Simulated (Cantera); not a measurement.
Charge: 1 mol SiCl4, 8.6 mol H2, held at 377 °C and 18000 Pa.

Method: chemical equilibrium by Gibbs-energy minimisation in Cantera with the NASA 1993 tables (ideal gas, pure condensed phases). Candidate condensed phases: Si; 19 gas species. Rates play no part.

Base state: H2 0.893, SiCl4 0.101, HCl 0.00272, SiHCl3 0.00271 (mole fractions); condensed: gas only.

Q: What changes in the equilibrium state with this change: temperature from 377 °C to 350 °C?

A: 
```json
[
 {"species": "H2", "before": "0.893", "after": "0.894"},
 {"species": "SiCl4", "before": "0.101", "after": "0.102"},
 {"species": "HCl", "before": "0.00272", "after": "0.00206"},
 {"species": "SiHCl3", "before": "0.00271", "after": "0.00206"}
]
```
